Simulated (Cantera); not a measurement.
A closed system holds: 1 mol Fe₂O₃, 4.9 mol CH₄, 0.32 mol CO, at 750 Torr.

Equilibrium computed with Cantera from the NASA thermochemical tables; the gas is ideal and each condensed phase is pure. Candidate condensed phases: C, C₆H₆, C₇H₈, C₈H₁₈, Fe, Fe(CO)₅, FeO, Fe(OH)₂, Fe(OH)₃, Fe₂O₃, Fe₃O₄, H₂O; 114 gas species. Iron dissolves carbon and melts from about 1420 K in contact with it, which pure phases cannot show. Condensed phases not in the tables: cementite and carbon dissolved in iron. Kinetics and transport are ignored.

Problem. At 1450 °C, list the 5 most abundant gas species with their mole fractions, and the condensed phases.

Solution. H₂ 0.746, CO 0.253, CH₄ 0.000560, H 0.000158, H₂O 8.03e-5. Condensed: C(graphite) + Fe(δ).
